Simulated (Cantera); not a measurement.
Input (Python, Cantera):

```python
import numpy as np
import cantera as ct

gas = ct.Solution("gri30.yaml")
gas.TPX = 1150, 44000, {'N2O': 1, 'O2': 0.65}
reactor = ct.IdealGasConstPressureReactor(gas, energy="off", clone=False)
net = ct.ReactorNet([reactor])
net.rtol, net.atol = 1e-08, 1e-18
show = ['N2O', 'O2', 'N2', 'NO', 'NO2']
times = np.geomspace(2e-05, 1, 11)

steps = ct.SolutionArray(gas, extra=["t"])
rows = []
print(f"{'t/s':>10s}{'T/K':>9s}{'P/Pa':>11s}" + "".join(f"{s:>11s}" for s in show))
for t in times:
    while net.time < t:
        t_next = net.step()
        steps.append(gas.state, t=t_next)
    rows.append([np.interp(t, steps.t, y) for y in (steps.T, steps.P, *steps(*show).X.T)])
    print(f"{t:10.3e}{rows[-1][0]:9.1f}{rows[-1][1]:11.4g}" + "".join(f"{x:11.3e}" for x in rows[-1][2:]))
rate = np.gradient(steps.T, steps.t)
print("integrator steps:", len(steps.t))
if steps.T.max() > steps.T[0] + 200:
    print(f"time of steepest temperature rise: {steps.t[rate.argmax()]:.4e} s")
gas.TPX = 1150, 44000, {'N2O': 1, 'O2': 0.65}
gas.equilibrate("TP")
print(f"equilibrium (TP): T = {gas.T:.1f} K  " + "  ".join(f"{s} {gas[s].X[0]:.3e}" for s in show))
```

It prints:

```
       t/s      T/K       P/Pa        N2O         O2         N2         NO        NO2
 2.000e-05   1150.0    4.4e+04  6.061e-01  3.939e-01  7.572e-07  3.033e-08  8.422e-15
 5.901e-05   1150.0    4.4e+04  6.061e-01  3.939e-01  2.718e-06  1.800e-07  2.855e-13
 1.741e-04   1150.0    4.4e+04  6.060e-01  3.939e-01  9.198e-06  7.518e-07  4.931e-12
 5.137e-04   1150.0    4.4e+04  6.060e-01  3.939e-01  2.854e-05  2.481e-06  5.357e-11
 1.516e-03   1150.0    4.4e+04  6.059e-01  3.940e-01  8.562e-05  7.583e-06  4.994e-10
 4.472e-03   1150.0    4.4e+04  6.057e-01  3.940e-01  2.540e-04  2.263e-05  4.389e-09
 1.320e-02   1150.0    4.4e+04  6.050e-01  3.941e-01  7.502e-04  6.696e-05  3.663e-08
 3.893e-02   1150.0    4.4e+04  6.031e-01  3.945e-01  2.210e-03  1.972e-04  2.809e-07
 1.149e-01   1150.0    4.4e+04  5.972e-01  3.957e-01  6.481e-03  5.773e-04  1.751e-06
 3.389e-01   1150.0    4.4e+04  5.805e-01  3.990e-01  1.877e-02  1.666e-03  7.650e-06
 1.000e+00   1150.0    4.4e+04  5.347e-01  4.082e-01  5.245e-02  4.631e-03  2.450e-05
integrator steps: 479
equilibrium (TP): T = 1150.0 K  N2O 5.971e-09  O2 5.348e-01  N2 4.650e-01  NO 1.618e-04  NO2 3.709e-06
```

Model: GRI-Mech 3.0 (53 species, 325 reactions), integrated in Cantera. GRI-Mech 3.0 was tuned for natural gas; its chemistry of N2O as a main component is partial and can be far from experiment. The mechanism lacks the step 2 NO + O2 → 2 NO2, which can matter for NO2 below about 1400 K. The temperature is held fixed by assumption; the heat of reaction is taken as removed at once.
